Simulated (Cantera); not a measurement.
**Formation from one mole of I₂**

Standard-state values (1 bar) from the NASA 1993 polynomials, evaluated with Cantera. Values are per mole of reaction as written; species without (g) are pure solids or liquids, kept so even where they would boil at 1 bar.

Mg + I₂(g) ⇌ MgI₂

```
T (K)  ΔH° (kJ)  ΔS° (J/K)  ΔG° (kJ)  log10 K  condensed phases
-----  --------  ---------  --------  -------  ----------------
300      -429.3     -163.4    -380.3    66.22    Mg(s), MgI₂(s)
550      -425.6     -154.4    -340.7    32.35    Mg(s), MgI₂(s)
600      -424.7     -152.9    -333.0    28.99    Mg(s), MgI₂(s)
650      -423.8     -151.5    -325.4    26.15    Mg(s), MgI₂(s)
700      -423.0     -150.2    -317.8    23.72    Mg(s), MgI₂(s)
750      -422.1     -149.0    -310.3    21.61    Mg(s), MgI₂(s)
800      -421.2     -147.8    -302.9    19.78    Mg(s), MgI₂(s)
850      -420.3     -146.7    -295.6    18.16    Mg(s), MgI₂(s)
900      -419.4     -145.7    -288.3    16.73    Mg(s), MgI₂(s)
950      -397.2     -121.1    -282.1    15.51    Mg(l), MgI₂(l)
```

H₂(g) + I₂(g) ⇌ 2 HI(g)

```
T (K)  ΔH° (kJ)  ΔS° (J/K)  ΔG° (kJ)  log10 K
-----  --------  ---------  --------  -------
300        -9.7       21.8     -16.2     2.83
550       -11.6       17.1     -21.0     2.00
600       -11.9       16.6     -21.9     1.91
650       -12.2       16.1     -22.7     1.82
700       -12.5       15.7     -23.5     1.75
750       -12.7       15.4     -24.3     1.69
800       -12.9       15.1     -25.0     1.63
850       -13.1       14.9     -25.8     1.58
900       -13.3       14.7     -26.5     1.54
950       -13.4       14.6     -27.3     1.50
```

0.6667 Al + I₂(g) ⇌ 0.6667 AlI₃(g)

```tsv
T (K)	ΔH° (kJ)	ΔS° (J/K)	ΔG° (kJ)	log10 K	condensed phases
300	-191.3	-30.5	-182.1	31.71	Al(s)
550	-191.7	-31.4	-174.4	16.56	Al(s)
600	-191.8	-31.6	-172.8	15.05	Al(s)
650	-191.9	-31.8	-171.2	13.76	Al(s)
700	-192.0	-31.9	-169.6	12.66	Al(s)
750	-192.2	-32.1	-168.0	11.70	Al(s)
800	-192.3	-32.4	-166.4	10.87	Al(s)
850	-192.5	-32.6	-164.8	10.13	Al(s)
900	-192.8	-32.9	-163.2	9.47	Al(s)
950	-200.2	-40.8	-161.4	8.87	Al(l)
```

Pb + I₂(g) ⇌ PbI₂(g)

| T (K) | ΔH° (kJ) | ΔS° (J/K) | ΔG° (kJ) | log10 K | condensed phases |
|---|---|---|---|---|---|
| 300 | -65.6 | 34.0 | -75.8 | 13.20 | Pb(s) |
| 550 | -67.5 | 29.6 | -83.8 | 7.95 | Pb(s) |
| 600 | -67.9 | 28.8 | -85.2 | 7.42 | Pb(s) |
| 650 | -73.2 | 20.0 | -86.2 | 6.93 | Pb(l) |
| 700 | -73.7 | 19.3 | -87.2 | 6.51 | Pb(l) |
| 750 | -74.2 | 18.6 | -88.2 | 6.14 | Pb(l) |
| 800 | -74.7 | 18.0 | -89.1 | 5.82 | Pb(l) |
| 850 | -75.2 | 17.4 | -90.0 | 5.53 | Pb(l) |
| 900 | -75.7 | 16.8 | -90.8 | 5.27 | Pb(l) |
| 950 | -76.2 | 16.3 | -91.6 | 5.04 | Pb(l) |
